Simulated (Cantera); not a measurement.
Feed: 1 mol SiCl4, 1.3 mol HCl, 610 mol H2, equilibrated at 14.0 mbar.

These are equilibrium values from Cantera (NASA tables, ideal gas, pure condensed phases), not measurements of a reactor. Candidate condensed phases: Si; 19 gas species. Kinetics and transport are ignored.

Task: At 1150 K, list the 3 most abundant gas species with their mole fractions, and the condensed phases.

Result: H2 0.992, HCl 0.00827, SiCl2 0.000152. Condensed: Si(s).
